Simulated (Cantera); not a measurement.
Charge: 1 mol MgO, 0.82 mol N2, at 1.30 Pa.

Method: chemical equilibrium by Gibbs-energy minimisation in Cantera with the NASA 1993 tables (ideal gas, pure condensed phases). Candidate condensed phases: Mg, MgO; 13 gas species. Kinetics and transport are ignored.

Which condensed phases are stable at each of these points (T (°C)): 1602, 1652, 1702, 1752, 1802, 1852, 1902, 1952, 2002, 2052, 2102, 2152, 2202, 2252?


| T (°C) | condensed phases | Mg condensed (%) |
|---|---|---|
| 1602 | MgO(s) | 96.4 |
| 1652 | MgO(s) | 91.2 |
| 1702 | MgO(s) | 76.3 |
| 1752 | MgO(s) | 2.6 |
| 1802 | gas only | 0.0 |
| 1852 | gas only | 0.0 |
| 1902 | gas only | 0.0 |
| 1952 | gas only | 0.0 |
| 2002 | gas only | 0.0 |
| 2052 | gas only | 0.0 |
| 2102 | gas only | 0.0 |
| 2152 | gas only | 0.0 |
| 2202 | gas only | 0.0 |
| 2252 | gas only | 0.0 |

From 1602 °C to 1752 °C the condensed part is MgO(s). From 1802 °C to 2252 °C nothing is condensed.
